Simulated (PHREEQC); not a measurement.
# Spent oxide etchant: speciation

Consider water at 25 °C with 0.017 mol/kgw NH4HF2, 0.00024 mol/kgw (NH4)2SiF6, 1.1e-05 mol/kgw HBF4 and 0.0066 mol/kgw H2SO4. It is in equilibrium with CO2 at log p = -3.5 (atm). Otherwise closed; pH follows from the charge balance.

The numbers come from PHREEQC with the ion-association model, phreeqc.dat.

This is a speciation only: nothing precipitates in the calculation.

**Question.** Estimate the pH, ionic strength.

**Answer.** pH 2.55; ionic strength 0.0254 mol/kgw.

**Question.** In which forms is S present?

**Answer.** SO4-2 77 %, HSO4- 13 %, NH4SO4- 9.1 % of the S.

SiF6-2 is the database's only silicon fluoride. Real BF4- forms and hydrolyses slowly; the run takes it at equilibrium.
